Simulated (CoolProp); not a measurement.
Aqueous ethylene glycol as a coolant, 12 % by mass, freezing at -4.1 °C, 1 atm.

Model: Melinder's fits for secondary coolants, in CoolProp.

| T (°C) | cp (kJ/(kg K)) | Prandtl number | viscosity (mPa s) | conductivity (W/(m K)) |
|---|---|---|---|---|
| 2.2 | 4.005 | 17.8 | 2.31 | 0.519 |
| 8.4 | 4.009 | 14.3 | 1.88 | 0.528 |
| 14.7 | 4.013 | 11.6 | 1.56 | 0.537 |
| 20.9 | ? | 9.67 | 1.31 | 0.545 |
| 27.2 | 4.025 | 8.13 | ? | 0.553 |
| 33.4 | 4.031 | 6.95 | 0.966 | 0.561 |
| 39.7 | ? | ? | 0.844 | ? |

Task: Some entries are withheld; supply them.

Result: 
- 20.9, cp (kJ/(kg K)): 4.019
- 27.2, viscosity (mPa s): 1.12
- 39.7, cp (kJ/(kg K)): 4.038
- 39.7, Prandtl number: 6.00
- 39.7, conductivity (W/(m K)): 0.568
